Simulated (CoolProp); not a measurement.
R245ca along the isobar 1.58 MPa: density (kg/m³) from the reference equation and from simpler models built on Tc = 174.4 °C, pc = 3.941 MPa, ω = 0.355; each cubic takes its own stable root.

Computed with CoolProp (reference Helmholtz-energy equation of state, Zhou 2016).

```tsv
T (°C)	phase	reference
-49.75	liquid	1565
-25.85	liquid	1511
-1.95	liquid	1456
21.85	liquid	1399
45.75	liquid	1338
69.65	liquid	1272
93.55	liquid	1198
117.45	liquid	1109
```

Question: How far does each simpler model (Redlich-Kwong, Peng-Robinson) lie from the reference over these 8 states: mean and median of the absolute difference, and the worst?

Answer: 
- Redlich-Kwong: mean 22.6 %, median 12.3 %, worst -92.2 % at 117.45 °C and 1.58 MPa
- Peng-Robinson: mean 3.2 %, median 3.6 %, worst +4.4 % at 21.85 °C and 1.58 MPa

At some of these states Redlich-Kwong gives the other phase, because its saturation line lies elsewhere.
